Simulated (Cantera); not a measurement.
Input (Python, Cantera):

```python
import numpy as np
import cantera as ct

gas = ct.Solution("gri30.yaml")
gas.TPX = 1000, 13332, {'C2H6': 1, 'N2': 13}
reactor = ct.IdealGasConstPressureReactor(gas, energy="off", clone=False)
net = ct.ReactorNet([reactor])
net.rtol, net.atol = 1e-08, 1e-18
show = ['C2H6', 'H2', 'C2H2', 'C2H4', 'CH3']
times = np.geomspace(2e-05, 300, 11)

steps = ct.SolutionArray(gas, extra=["t"])
rows = []
print(f"{'t/s':>10s}{'T/K':>9s}{'P/Pa':>11s}" + "".join(f"{s:>11s}" for s in show))
for t in times:
    while net.time < t:
        t_next = net.step()
        steps.append(gas.state, t=t_next)
    rows.append([np.interp(t, steps.t, y) for y in (steps.T, steps.P, *steps(*show).X.T)])
    print(f"{t:10.3e}{rows[-1][0]:9.1f}{rows[-1][1]:11.4g}" + "".join(f"{x:11.3e}" for x in rows[-1][2:]))
rate = np.gradient(steps.T, steps.t)
print("integrator steps:", len(steps.t))
if steps.T.max() > steps.T[0] + 200:
    print(f"time of steepest temperature rise: {steps.t[rate.argmax()]:.4e} s")
gas.TPX = 1000, 13332, {'C2H6': 1, 'N2': 13}
gas.equilibrate("TP")
print(f"equilibrium (TP): T = {gas.T:.1f} K  " + "  ".join(f"{s} {gas[s].X[0]:.3e}" for s in show))
```

It prints:

```
       t/s      T/K       P/Pa       C2H6         H2       C2H2       C2H4        CH3
 2.000e-05   1000.0  1.333e+04  7.143e-02  2.215e-13  5.298e-24  1.502e-13  1.558e-09
 1.044e-04   1000.0  1.333e+04  7.143e-02  1.791e-11  4.074e-21  2.019e-11  7.929e-09
 5.448e-04   1000.0  1.333e+04  7.143e-02  2.560e-09  8.906e-18  2.647e-09  3.636e-08
 2.844e-03   1000.0  1.333e+04  7.143e-02  2.752e-07  5.971e-14  2.770e-07  1.060e-07
 1.484e-02   1000.0  1.333e+04  7.141e-02  1.504e-05  1.435e-10  1.508e-05  1.431e-07
 7.746e-02   1000.0  1.333e+04  7.098e-02  4.086e-04  1.083e-07  4.122e-04  4.552e-07
 4.043e-01   1000.0  1.333e+04  6.695e-02  4.050e-03  1.004e-05  4.092e-03  6.074e-07
 2.110e+00   1000.0  1.333e+04  4.806e-02  2.119e-02  2.087e-04  2.115e-02  4.741e-07
 1.101e+01   1000.0  1.333e+04  8.562e-03  5.756e-02  1.884e-03  5.526e-02  1.703e-07
 5.748e+01   1000.0  1.333e+04  1.380e-03  6.630e-02  5.694e-03  5.718e-02  7.038e-08
 3.000e+02   1000.0  1.333e+04  1.209e-03  6.724e-02  1.030e-02  5.073e-02  9.603e-08
integrator steps: 1172
equilibrium (TP): T = 1000.0 K  C2H6 5.853e-05  H2 1.594e-02  C2H2 9.445e-03  C2H4 1.026e-02  CH3 6.225e-08
```

Model: GRI-Mech 3.0 (53 species, 325 reactions), integrated in Cantera. GRI-Mech 3.0 stops at C3 and has no aromatics, soot or wall deposition, so with more carbon than oxygen in the feed, carbon stays in small species such as C2H2 where larger ones or solid carbon would form.
